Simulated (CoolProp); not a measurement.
Saturation properties of n-octane.

The numbers come from the reference Helmholtz-energy equation of state, Beckmüller 2019 in CoolProp.

| T (K) | p (MPa) | vapour density (kg/m³) | liquid cp (kJ/(kg K)) | vapour viscosity (µPa s) |
|---|---|---|---|---|
| 304.7 | 0.002684 | 0.1215 | 2.252 | 5.85 |
| 312.8 | 0.004081 | 0.1802 | 2.282 | 6.00 |
| 320.9 | 0.006048 | 0.2609 | 2.313 | 6.14 |
| 329 | 0.008755 | 0.3692 | 2.345 | 6.29 |
| 337.1 | 0.01240 | 0.5118 | 2.378 | 6.43 |
| 345.2 | 0.01722 | 0.6965 | 2.411 | 6.58 |
| 353.3 | 0.02348 | 0.9316 | 2.445 | 6.72 |
| 361.5 | 0.03159 | 1.231 | 2.480 | 6.87 |
| 369.6 | 0.04169 | 1.598 | 2.516 | 7.01 |

It boils at 398.8 K under 1 atm.

Viscosity comes from a separate model (Huber 2004).
